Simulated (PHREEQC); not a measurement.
0.043 g of hydrous ferric oxide (600 m²/g; 0.2 weak and 0.005 strong sites per Fe, Dzombak-Morel constants, diffuse double layer) in 1 kg of water with 0.001 mol/kgw of an inert sodium salt and 0.00016 mmol/kgw SrCl2, at 25 °C; the pH is set by adding NaOH or the inert anion's acid. Oxygen alone is held at its pressure in air (log pO2 = -0.68). No CO2 enters from the air. Nothing may precipitate in this run.

The series has 17 steps of pH, from 3 to 9.

Equilibrium calculation in PHREEQC: ion-association model, wateq4f.dat.

Task: Near which pH is half of the Sr sorbed, and on which side is more sorbed?

Result: Near pH 8.5, with more sorbed at higher pH.

The oxide is taken as insoluble; below pH 4 it would dissolve.
